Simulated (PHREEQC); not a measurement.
Model water analysis in mg/L, 50 °C, pH 6.1, pe 2.6: Na 0.888; K 0.0656; Ca 0.332; Mg 0.18; Cl 0.316; S(6) as SO4 0.46; Alkalinity as HCO3 3.21; B 0.000156.

Valence states are taken as typed.

Model: ion-association model, phreeqc.dat, run in PHREEQC.

```
Item                            Value
--------------------  ---------------
ionic strength        9.26e-5 mol/kgw
charge-balance error            0.4 %
```

```json
[
 {"species": "CO2", "molality": "8.08e-5", "activity": "8.08e-5", "log γ": "0.000"},
 {"species": "HCO3-", "molality": "5.33e-5", "activity": "5.27e-5", "log γ": "-0.005"},
 {"species": "Na+", "molality": "3.86e-5", "activity": "3.82e-5", "log γ": "-0.005"},
 {"species": "Cl-", "molality": "8.91e-6", "activity": "8.81e-6", "log γ": "-0.005"},
 {"species": "Ca+2", "molality": "8.27e-6", "activity": "7.89e-6", "log γ": "-0.020"},
 {"species": "Mg+2", "molality": "7.38e-6", "activity": "7.05e-6", "log γ": "-0.020"},
 {"species": "SO4-2", "molality": "4.77e-6", "activity": "4.55e-6", "log γ": "-0.020"},
 {"species": "K+", "molality": "1.68e-6", "activity": "1.66e-6", "log γ": "-0.005"},
 {"species": "H+", "molality": "8.04e-7", "activity": "7.94e-7", "log γ": "-0.005"}
]
```

This is a speciation only: nothing precipitates in the calculation. At this temperature some constants are extrapolated from 25 °C, and those without enthalpy data are left unchanged.
